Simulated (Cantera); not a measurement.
A closed system holds: 1 mol NiS, 4.4 mol H2, 9.7 mol N2, equilibrated at 2.20 bar.

Method: chemical equilibrium by Gibbs-energy minimisation in Cantera with the NASA 1993 tables (ideal gas, pure condensed phases). Candidate condensed phases: Ni, NiS, NiS2, Ni3S2, Ni3S4, S; 17 gas species. Gases not in the tables: S3 to S7. Rates play no part.

Problem. Which condensed phases are stable at each of these points (T (°C)): 475, 550, 625, 700, 775, 850, 925, 1000, 1075, 1150, 1225, 1300, 1375?

Solution. 
```json
[
 {"T (°C)": "475", "condensed phases": "Ni3S2(s)", "Ni condensed (%)": "100.0"},
 {"T (°C)": "550", "condensed phases": "Ni3S2(s)", "Ni condensed (%)": "100.0"},
 {"T (°C)": "625", "condensed phases": "Ni3S2(s)", "Ni condensed (%)": "100.0"},
 {"T (°C)": "700", "condensed phases": "Ni3S2(s)", "Ni condensed (%)": "100.0"},
 {"T (°C)": "775", "condensed phases": "Ni3S2(s)", "Ni condensed (%)": "100.0"},
 {"T (°C)": "850", "condensed phases": "Ni3S2(l)", "Ni condensed (%)": "100.0"},
 {"T (°C)": "925", "condensed phases": "Ni3S2(l)", "Ni condensed (%)": "100.0"},
 {"T (°C)": "1000", "condensed phases": "Ni3S2(l)", "Ni condensed (%)": "100.0"},
 {"T (°C)": "1075", "condensed phases": "Ni3S2(l)", "Ni condensed (%)": "100.0"},
 {"T (°C)": "1150", "condensed phases": "Ni3S2(l)", "Ni condensed (%)": "100.0"},
 {"T (°C)": "1225", "condensed phases": "Ni3S2(l)", "Ni condensed (%)": "100.0"},
 {"T (°C)": "1300", "condensed phases": "Ni3S2(l)", "Ni condensed (%)": "100.0"},
 {"T (°C)": "1375", "condensed phases": "Ni3S2(l)", "Ni condensed (%)": "100.0"}
]
```

From 475 °C to 775 °C the condensed part is Ni3S2(s). From 850 °C to 1375 °C the condensed part is Ni3S2(l).
